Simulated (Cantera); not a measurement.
A Cantera script and what it prints.

```python
import numpy as np
import cantera as ct

gas_names = """
    H H2 H2S N NH NH2 NH3 N2 N2H2 N2H4 Pb PbS Pb2 S SH SN S2 S8
""".split()
cond_names = """
    Pb(cr) Pb(L) PbS(s) PbS(L) S(cr1) S(cr2) S(L)
""".split()


# ... load() reads the species with a 1 bar reference pressure and builds the phases ...
atoms = {
    'Pb': {'Pb': 1},
    'H2S': {'H': 2, 'S': 1},
    'N2': {'N': 2},
}
top_T = {}  # K; cautious upper limits of use, not melting points


# ... equilibrate(T, P, feed) seeds the gas with the atoms and calls Mixture.equilibrate('TP', solver="vcs", rtol=1e-11, max_steps=5000) ...
results = []
feed = {'Pb': 1, 'H2S': 0.11, 'N2': 1.7}  # mol
P = 18  # Pa
for T in [1000, 1100, 1200, 1300, 1400, 1500, 1600, 1700, 1800, 1900]:
    mix = equilibrate(T, P, feed)
    results.append((T, P, feed, dict(zip(mix.species_names, mix.species_moles))))
    x = sorted(zip(gas.X, gas.species_names), reverse=True)
    print(f"T = {T:g} K  P = {P:g} Pa  gas = {mix.phase_moles(0):.4g} mol")
    print("   x: " + "  ".join(f"{s} {v:.3e}" for v, s in x if v > 0.001))
    print("   condensed (mol): " + ("  ".join(f"{mix.phase(i).name} {mix.phase_moles(i):.4g}"
          for i in range(1, mix.n_phases) if mix.phase_moles(i) > 1e-12) or "none"))
```

Result:

```
T = 1000 K  P = 18 Pa  gas = 2.11 mol
   x: N2 8.058e-01  Pb 8.998e-02  H2 5.205e-02  PbS 5.204e-02
   condensed (mol): Pb(L) 0.7004
T = 1100 K  P = 18 Pa  gas = 2.81 mol
   x: N2 6.050e-01  Pb 3.167e-01  H2 3.912e-02  PbS 3.912e-02
   condensed (mol): none
T = 1200 K  P = 18 Pa  gas = 2.81 mol
   x: N2 6.050e-01  Pb 3.168e-01  H2 3.911e-02  PbS 3.909e-02
   condensed (mol): none
T = 1300 K  P = 18 Pa  gas = 2.81 mol
   x: N2 6.049e-01  Pb 3.169e-01  H2 3.908e-02  PbS 3.897e-02
   condensed (mol): none
T = 1400 K  P = 18 Pa  gas = 2.811 mol
   x: N2 6.047e-01  Pb 3.174e-01  H2 3.902e-02  PbS 3.837e-02
   condensed (mol): none
T = 1500 K  P = 18 Pa  gas = 2.814 mol
   x: N2 6.040e-01  Pb 3.191e-01  H2 3.883e-02  PbS 3.626e-02  S2 1.267e-03
   condensed (mol): none
T = 1600 K  P = 18 Pa  gas = 2.823 mol
   x: N2 6.023e-01  Pb 3.230e-01  H2 3.837e-02  PbS 3.131e-02  S2 3.398e-03
   condensed (mol): none
T = 1700 K  P = 18 Pa  gas = 2.836 mol
   x: N2 5.993e-01  Pb 3.285e-01  H2 3.741e-02  PbS 2.406e-02  S2 6.157e-03  H 2.124e-03  S 1.848e-03
   condensed (mol): none
T = 1800 K  P = 18 Pa  gas = 2.855 mol
   x: N2 5.954e-01  Pb 3.335e-01  H2 3.559e-02  PbS 1.669e-02  S2 8.044e-03  H 5.035e-03  S 4.965e-03
   condensed (mol): none
T = 1900 K  P = 18 Pa  gas = 2.88 mol
   x: N2 5.902e-01  Pb 3.366e-01  H2 3.238e-02  S 1.065e-02  H 1.064e-02  PbS 1.058e-02  S2 8.009e-03
   condensed (mol): none
```

These are equilibrium values from Cantera (NASA tables, ideal gas, pure condensed phases), not measurements of a reactor. Gases not in the tables: S3 to S7.
